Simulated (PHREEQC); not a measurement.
1 g of hydrous ferric oxide (600 m²/g; 0.2 weak and 0.005 strong sites per Fe, Dzombak-Morel constants, diffuse double layer) in 1 kg of water with 0.05 mol/kgw of an inert sodium salt and 8e-05 mol/kgw NaF and 0.0033 mol/kgw Na2HAsO4, at 25 °C; the pH is set by adding NaOH or the inert anion's acid. Oxygen is held at 0.21 atm. The system is closed to CO2. Nothing may precipitate in this run.

Base run: PHREEQC, ion-association model, wateq4f.dat. Each further column changes one thing. The table gives surface charge σ (C/m²).

```csv
pH,base,background salt from 0.05 to 0.005 mol/kgw,oxide from 1 to 5 g/kgw
4,0.005,0.003,0.173
4.75,-0.005,-0.003,0.121
5.12,-0.011,(withheld),(withheld)
5.88,-0.028,(withheld),(withheld)
6.25,-0.038,-0.020,0.030
7,-0.060,-0.032,(withheld)
7.75,-0.077,(withheld),-0.019
8.12,-0.082,-0.046,-0.033
8.88,-0.102,-0.056,-0.074
9.25,-0.120,(withheld),-0.098
10,-0.171,-0.096,-0.151
```

Q: Complete the blanks.

A: 
- 5.12, background salt from 0.05 to 0.005 mol/kgw: -0.006
- 5.12, oxide from 1 to 5 g/kgw: 0.094
- 5.88, background salt from 0.05 to 0.005 mol/kgw: -0.015
- 5.88, oxide from 1 to 5 g/kgw: 0.047
- 7, oxide from 1 to 5 g/kgw: 0.004
- 7.75, background salt from 0.05 to 0.005 mol/kgw: -0.043
- 9.25, background salt from 0.05 to 0.005 mol/kgw: -0.065
